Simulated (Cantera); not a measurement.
Cantera run:

```python
import numpy as np
import cantera as ct

gas_names = """
    CL CL2 H HCL H2 Si SiCL SiCL2 SiCL3 SiCL4 SiH SiHCL3 SiH2 SiH2CL2 SiH3 SiH3CL SiH4 Si2 Si3
""".split()
cond_names = """
    Si(cr) Si(L)
""".split()


# ... load() reads the species with a 1 bar reference pressure and builds the phases ...
atoms = {
    'SiH2Cl2': {'Si': 1, 'H': 2, 'CL': 2},
    'HCl': {'H': 1, 'CL': 1},
    'H2': {'H': 2},
}
top_T = {}  # K; cautious upper limits of use, not melting points


# ... equilibrate(T, P, feed) seeds the gas with the atoms and calls Mixture.equilibrate('TP', solver="vcs", rtol=1e-11, max_steps=5000) ...
results = []
feed = {'SiH2Cl2': 1, 'HCl': 0.034, 'H2': 17}  # mol
P = 133.322  # Pa
for T in [1698, 1798, 1898, 1998, 2098, 2198, 2298, 2398, 2498, 2598]:
    mix = equilibrate(T, P, feed)
    results.append((T, P, feed, dict(zip(mix.species_names, mix.species_moles))))

top = {s: max(r[3][s] / sum(r[3][g] for g in gas_names) for r in results) for s in gas_names}
cols = sorted((s for s in top if top[s] > 0.001), key=lambda s: -top[s])[:9]
seen = [c for c in cond_names if any(r[3].get(c, 0) > 1e-12 for r in results)]
print("log10 of partial pressures in bar; condensed amounts in mol")
print(f"{'T/K':>10s}" + "".join(f"{s[:9]:>10s}" for s in cols + seen))
for T, P, feed, n in results:
    ng = sum(n[g] for g in gas_names)
    print(f"{T:10.4g}" + "".join(f"{np.log10(max(n[s] / ng * P / 1e5, 1e-99)):10.3f}" for s in cols)
          + "".join(f"{n.get(c, 0):10.4g}" for c in seen))
```

It prints:

```
log10 of partial pressures in bar; condensed amounts in mol
       T/K        H2         H       HCL        Si        CL     SiCL2      SiCL     Si(L)
      1698    -2.917    -5.298    -4.038    -6.183    -6.529    -4.604    -6.547    0.6286
      1798    -2.921    -4.914    -4.027    -5.511    -6.135    -4.640    -6.134    0.6124
      1898    -2.930    -4.572    -4.024    -4.911    -5.788    -4.684    -5.771    0.4838
      1998    -2.951    -4.270    -4.037    -4.372    -5.484    -4.744    -5.457         0
      2098    -2.975    -4.000    -3.985    -4.291    -5.142    -5.069    -5.510         0
      2198    -3.009    -3.759    -3.983    -4.256    -4.871    -5.485    -5.639         0
      2298    -3.058    -3.548    -4.025    -4.254    -4.657    -5.963    -5.821         0
      2398    -3.131    -3.368    -4.107    -4.273    -4.491    -6.481    -6.037         0
      2498    -3.236    -3.222    -4.230    -4.305    -4.366    -7.029    -6.280         0
      2598    -3.380    -3.109    -4.395    -4.344    -4.279    -7.602    -6.543         0
```

These are equilibrium values from Cantera (NASA tables, ideal gas, pure condensed phases), not measurements of a reactor. The tables' values for SiCl, SiCl3 are old estimates; treat these amounts as uncertain. Gases not in the tables: Si2H6 and higher silanes.
